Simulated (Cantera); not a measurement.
Charge: 1 mol CaO, 19 mol HF, 7 mol H2, 1.4 mol NF3, held at 1775 K and 1.10 mbar.

These are equilibrium values from Cantera (NASA tables, ideal gas, pure condensed phases), not measurements of a reactor. Equilibrium is a limit: real reactors are often held back by kinetics, nucleation or transport.

```
species        before     after
------------  -------  --------
HF              0.735     0.762
H2              0.168     0.176
H2O            0.0346    0.0360
CaF2           0.0346  0.000402
N2             0.0243    0.0252
CaF           6.81e-5   3.29e-8
OH            4.59e-5   1.96e-6
H             0.00358  0.000154
CaF2(l), mol        0     0.989
```
Gas species are given as mole fractions.

What was changed between the two runs?
A. temperature from 1775 K to 1875 K
B. temperature from 1775 K to 1473.15 K
C. temperature from 1775 K to 1825 K
D. pressure from 1.10 mbar to 0.620 bar

D, pressure from 1.10 mbar to 0.620 bar
